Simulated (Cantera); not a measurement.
A Cantera script and its output.

```python
import numpy as np
import cantera as ct

gas = ct.Solution("gri30.yaml")


def delay(T, t_max=10):
    gas.TPX = T, 35000, {'CH4': 1, 'CO': 0.14, 'O2': 3.09, 'N2': 11.6}
    reactor = ct.IdealGasConstPressureReactor(gas, clone=False)
    net = ct.ReactorNet([reactor])
    net.rtol, net.atol = 1e-8, 1e-16
    while net.time < t_max:
        t_old, T_old = net.time, reactor.T
        net.step()
        if reactor.T > T + 400:  # ignition: a rise of 400 K
            return t_old + (T + 400 - T_old) / (reactor.T - T_old) * (net.time - t_old)
    return np.nan


taus = []
for T in [1200, 1300, 1400, 1500, 1600, 1700, 1800]:
    taus.append(delay(T))
    print(f"T0 = {T:6g} K   tau = {taus[-1]:.4e} s")
```

Result:

```
T0 =   1200 K   tau = 8.7705e-02 s
T0 =   1300 K   tau = 2.1068e-02 s
T0 =   1400 K   tau = 6.2808e-03 s
T0 =   1500 K   tau = 2.3382e-03 s
T0 =   1600 K   tau = 1.0427e-03 s
T0 =   1700 K   tau = 5.2635e-04 s
T0 =   1800 K   tau = 2.9023e-04 s
```

Model: GRI-Mech 3.0 (53 species, 325 reactions), integrated in Cantera.
